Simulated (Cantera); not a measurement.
Titanium nitride, carbide and oxide coatings: Ti + H2O + H2

Feed: 1 mol Ti, a varied amount of H2O, 8.9 mol H2, held at 1825 °C and 495 Torr.

Method: chemical equilibrium by Gibbs-energy minimisation in Cantera with the NASA 1993 tables (ideal gas, pure condensed phases). Candidate condensed phases: H2O, Ti, TiO, TiO2, Ti2O3, Ti3O5, Ti4O7; 12 gas species. Each liquid is taken as pure. Mutual solubility and eutectic melting of coexisting phases are not modelled. TiO: taken at fixed stoichiometry. Condensed phases not in the tables: Magnéli phases beyond Ti4O7, N, O or C dissolved in the metal. Rates play no part.

```json
[
 {"n(H2O) (mol)": "0.45", "x H2": "0.996", "x H2O": "3.04e-6", "x H": "0.00378", "x OH": "1.37e-9", "x Ti": "5.13e-5", "x TiO": "4.60e-6", "n Ti(l)": "0.550", "n TiO(l)": "0.450", "n Ti2O3(s)": "0", "n Ti3O5(l)": "0", "n Ti4O7(l)": "0"},
 {"n(H2O) (mol)": "0.59", "x H2": "0.996", "x H2O": "3.04e-6", "x H": "0.00378", "x OH": "1.37e-9", "x Ti": "5.13e-5", "x TiO": "4.60e-6", "n Ti(l)": "0.410", "n TiO(l)": "0.590", "n Ti2O3(s)": "0", "n Ti3O5(l)": "0", "n Ti4O7(l)": "0"},
 {"n(H2O) (mol)": "0.78", "x H2": "0.996", "x H2O": "3.04e-6", "x H": "0.00378", "x OH": "1.37e-9", "x Ti": "5.13e-5", "x TiO": "4.60e-6", "n Ti(l)": "0.220", "n TiO(l)": "0.780", "n Ti2O3(s)": "0", "n Ti3O5(l)": "0", "n Ti4O7(l)": "0"},
 {"n(H2O) (mol)": "1", "x H2": "0.996", "x H2O": "1.25e-5", "x H": "0.00378", "x OH": "5.63e-9", "x Ti": "1.25e-5", "x TiO": "4.60e-6", "n Ti(l)": "0", "n TiO(l)": "1.000", "n Ti2O3(s)": "0", "n Ti3O5(l)": "0", "n Ti4O7(l)": "0"},
 {"n(H2O) (mol)": "1.3", "x H2": "0.996", "x H2O": "0.000608", "x H": "0.00378", "x OH": "2.74e-7", "x Ti": "2.57e-7", "x TiO": "4.60e-6", "n Ti(l)": "0", "n TiO(l)": "0.412", "n Ti2O3(s)": "0.294", "n Ti3O5(l)": "0", "n Ti4O7(l)": "0"},
 {"n(H2O) (mol)": "1.8", "x H2": "0.984", "x H2O": "0.0124", "x H": "0.00376", "x OH": "5.63e-6", "x Ti": "2.13e-9", "x TiO": "7.91e-7", "n Ti(l)": "0", "n TiO(l)": "0", "n Ti2O3(s)": "0", "n Ti3O5(l)": "0.333", "n Ti4O7(l)": "0"},
 {"n(H2O) (mol)": "2.3", "x H2": "0.947", "x H2O": "0.0490", "x H": "0.00369", "x OH": "2.26e-5", "x Ti": "1.95e-10", "x TiO": "2.95e-7", "n Ti(l)": "0", "n TiO(l)": "0", "n Ti2O3(s)": "0", "n Ti3O5(l)": "0", "n Ti4O7(l)": "0.250"},
 {"n(H2O) (mol)": "3", "x H2": "0.892", "x H2O": "0.105", "x H": "0.00358", "x OH": "4.99e-5", "x Ti": "4.63e-11", "x TiO": "1.60e-7", "n Ti(l)": "0", "n TiO(l)": "0", "n Ti2O3(s)": "0", "n Ti3O5(l)": "0", "n Ti4O7(l)": "0.250"},
 {"n(H2O) (mol)": "4", "x H2": "0.822", "x H2O": "0.174", "x H": "0.00344", "x OH": "8.62e-5", "x Ti": "1.65e-11", "x TiO": "1.03e-7", "n Ti(l)": "0", "n TiO(l)": "0", "n Ti2O3(s)": "0", "n Ti3O5(l)": "0", "n Ti4O7(l)": "0.250"},
 {"n(H2O) (mol)": "5.2", "x H2": "0.752", "x H2O": "0.244", "x H": "0.00329", "x OH": "0.000126", "x Ti": "7.83e-12", "x TiO": "7.45e-8", "n Ti(l)": "0", "n TiO(l)": "0", "n Ti2O3(s)": "0", "n Ti3O5(l)": "0", "n Ti4O7(l)": "0.250"},
 {"n(H2O) (mol)": "6.8", "x H2": "0.676", "x H2O": "0.321", "x H": "0.00311", "x OH": "0.000175", "x Ti": "4.02e-12", "x TiO": "5.60e-8", "n Ti(l)": "0", "n TiO(l)": "0", "n Ti2O3(s)": "0", "n Ti3O5(l)": "0", "n Ti4O7(l)": "0.250"},
 {"n(H2O) (mol)": "9", "x H2": "0.593", "x H2O": "0.404", "x H": "0.00292", "x OH": "0.000236", "x Ti": "2.13e-12", "x TiO": "4.27e-8", "n Ti(l)": "0", "n TiO(l)": "0", "n Ti2O3(s)": "0", "n Ti3O5(l)": "0", "n Ti4O7(l)": "0.250"},
 {"n(H2O) (mol)": "12", "x H2": "0.508", "x H2O": "0.489", "x H": "0.00270", "x OH": "0.000309", "x Ti": "1.16e-12", "x TiO": "3.29e-8", "n Ti(l)": "0", "n TiO(l)": "0", "n Ti2O3(s)": "0", "n Ti3O5(l)": "0", "n Ti4O7(l)": "0.250"}
]
```
x: gas mole fraction; n: condensed amount in mol.

From 0.45 mol H2O to 0.78 mol H2O the condensed part is Ti(l) + TiO(l). At 1 mol H2O the condensed part is TiO(l). At 1.3 mol H2O the condensed part is TiO(l) + Ti2O3(s). At 1.8 mol H2O the condensed part is Ti3O5(l). From 2.3 mol H2O to 12 mol H2O the condensed part is Ti4O7(l). The main Ti-bearing gas is Ti at 0.45 mol H2O and TiO2 at 12 mol H2O.
